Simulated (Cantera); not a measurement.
Source: NASA polynomial tables (part measured, part estimated), evaluated in Cantera. Values are per mole of reaction as written; species without (g) are pure solids or liquids, kept so even where they would boil at 1 bar.

O₂(g) + 2 Cr₂N ⇌ 4 Cr + 2 NO(g)

```tsv
T (K)	ΔH° (kJ)	ΔS° (J/K)	ΔG° (kJ)	log10 K
300	433.6	180.9	379.3	-66.04
1150	(withheld)	(withheld)	(withheld)	(withheld)
1250	416.4	156.3	221.0	-9.23
1350	414.9	155.2	205.4	-7.95
1450	413.7	154.3	189.9	-6.84
1550	412.8	153.7	174.5	-5.88
1650	(withheld)	(withheld)	(withheld)	(withheld)
1750	(withheld)	(withheld)	(withheld)	(withheld)
1850	412.2	153.3	128.5	-3.63
```

Problem. What belongs in the gaps?

Solution. 
- 1150, ΔH° (kJ): 418.1
- 1150, ΔS° (J/K): 157.7
- 1150, ΔG° (kJ): 236.7
- 1150, log10 K: -10.75
- 1650, ΔH° (kJ): 412.2
- 1650, ΔS° (J/K): 153.4
- 1650, ΔG° (kJ): 159.2
- 1650, log10 K: -5.04
- 1750, ΔH° (kJ): 412.0
- 1750, ΔS° (J/K): 153.3
- 1750, ΔG° (kJ): 143.8
- 1750, log10 K: -4.29
